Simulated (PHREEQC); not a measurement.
Solution (20 °C): 0.004 mol/kgw LiOH, 0.0016 mol/kgw CO2 and 0.0022 mol/kgw Na2CO3. Closed to the air; pH follows from the charge balance.

Computed with PHREEQC (ion-association model, wateq4f.dat).

Precipitation was switched off in this run.

### Question
Predict the pH, ionic strength.

### Answer
pH 11.19; ionic strength 0.0116 mol/kgw.

### Question
In which forms is Na present?

### Answer
Na+ 97 %, NaCO3- 3.0 % of the Na.
